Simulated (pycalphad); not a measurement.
CALPHAD calculation (pycalphad, COST 507 light-alloy database (1999)), 1 atm. These are 1990s assessments: newer ones move some temperatures and phases. Diffusion is slow at the low end, where real alloys seldom reach equilibrium.

Molar enthalpy of Ti-8.762Hf-0.3402B (wt.%) in equilibrium (SER reference):

| T (K) | H (kJ/mol) | phases |
|---|---|---|
| 2850 | 110.23 | LIQUID |
| 2700 | 103.33 | LIQUID |
| 2550 | 96.43 | LIQUID |
| 2400 | 89.53 | LIQUID |
| 2250 | 82.63 | LIQUID |
| 2100 | 75.73 | LIQUID |
| 2000 | 71.14 | LIQUID |
| 1950 | 68.84 | LIQUID |
| 1800 | 47.96 | BCC_A2 + BM |
| 1750 | 46.20 | BCC_A2 + BM |
| 1650 | 42.78 | BCC_A2 + BM |
| 1500 | 37.87 | BCC_A2 + BM |
| 1350 | 33.19 | BCC_A2 + BM |
| 1200 | 28.69 | BCC_A2 + BM |
| 1050 | 19.89 | HCP_A3 + BM |
| 900 | 15.01 | HCP_A3 + BM |
| 750 | 10.34 | HCP_A3 + BM |
| 600 | 5.89 | HCP_A3 + BM |

Cooling from 1950 K to 1800 K, across the freezing range, releases 20.9 kJ/mol, or 413 J/g. The slope is 46 J/(mol K) in the liquid and 35 J/(mol K) just below the solidus, where it includes any heat of precipitation. Liquidus 1902 K, solidus 1814 K. Changes were sought between steps of 50 K, so a narrower field can be missed.

Database names, with the compositions (at.%) that they take in these runs: BM: Ti 50 B 50. BCC_A2 is bcc; HCP_A3 is hcp.
